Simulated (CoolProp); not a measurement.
The numbers come from the reference Helmholtz-energy equation of state, Outcalt 1996 in CoolProp. It is a modified Benedict-Webb-Rubin equation, recast in Helmholtz form.

### Question
For R152A, give the phase and the density (kg/m³), Joule-Thomson coefficient (K/MPa), viscosity (µPa s), Prandtl number at 394.9 K and 28.7 MPa; 394.9 K and 32.8 MPa; 394.9 K and 37 MPa.

### Answer
- 394.9 K and 28.7 MPa: supercritical; density 793, Joule-Thomson coefficient -0.00894, viscosity 109, Prandtl number 2.23
- 394.9 K and 32.8 MPa: supercritical; density 809, Joule-Thomson coefficient -0.0675, viscosity 116, Prandtl number 2.28
- 394.9 K and 37 MPa: supercritical; density 824, Joule-Thomson coefficient -0.114, viscosity 123, Prandtl number 2.32

Viscosity comes from a separate model (Bell 2016), an estimate that may be off by 10 % or more. Thermal conductivity comes from a separate model (Krauss 1996).
